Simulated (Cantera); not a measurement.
Input: 1 mol SiHCl3, 3.5 mol HCl, 22 mol H2, at 1150 K and 1.00 bar.

Cantera equilibrium calculation (NASA polynomials, part measured and part estimated; ideal gas, pure solids and liquids). Candidate condensed phases: Si; 19 gas species. The tables' values for SiCl3 are old estimates; treat these amounts as uncertain. Kinetics and transport are ignored.

Base state: H2 0.862, HCl 0.101, SiCl4 0.0315, SiHCl3 0.00547, SiCl3 0.000546, SiH2Cl2 0.000119, SiCl2 0.000104 (mole fractions); condensed: gas only.

Task: What changes in the equilibrium state with this change: temperature from 1150 K to 1275 K?

Result: 
```json
[
 {"species": "H2", "before": "0.862", "after": "0.854"},
 {"species": "HCl", "before": "0.101", "after": "0.108"},
 {"species": "SiCl4", "before": "0.0315", "after": "0.0253"},
 {"species": "SiCl2", "before": "0.000104", "after": "0.00148"},
 {"species": "SiCl3", "before": "0.000546", "after": "0.00240"},
 {"species": "SiH2Cl2", "before": "0.000119", "after": "0.000356"},
 {"species": "SiHCl3", "before": "0.00547", "after": "0.00807"}
]
```

Task: What changes in the equilibrium state with this change: pressure from 1.00 bar to 3.70 mbar?

Result: 
```csv
species,before,after
H2,0.862,0.840
HCl,0.101,0.123
SiCl4,0.0315,0.0190
SiCl2,0.000104,0.0111
SiCl3,0.000546,0.00440
SiH2Cl2,0.000119,4.63e-5
```
